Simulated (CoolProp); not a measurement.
R245fa at 293.15 K and 0.0588 MPa is compressed adiabatically to 0.247 MPa with isentropic efficiency 0.9. Each further row changes one setting.

Values from CoolProp's reference Helmholtz-energy equation of state, Akasaka 2015.

```csv
case,work (kJ/kg),final temperature (K),final density (kg/m³)
as stated,[?],[?],[?]
efficiency 1,[?],[?],[?]
efficiency 0.65,[?],[?],12.3
```

Some entries are withheld; supply them.


- as stated, work (kJ/kg): 29.4
- as stated, final temperature (K): 330.1
- as stated, final density (kg/m³): 12.9
- efficiency 1, work (kJ/kg): 26.5
- efficiency 1, final temperature (K): 327.1
- efficiency 1, final density (kg/m³): 13.0
- efficiency 0.65, work (kJ/kg): 40.7
- efficiency 0.65, final temperature (K): 341.7
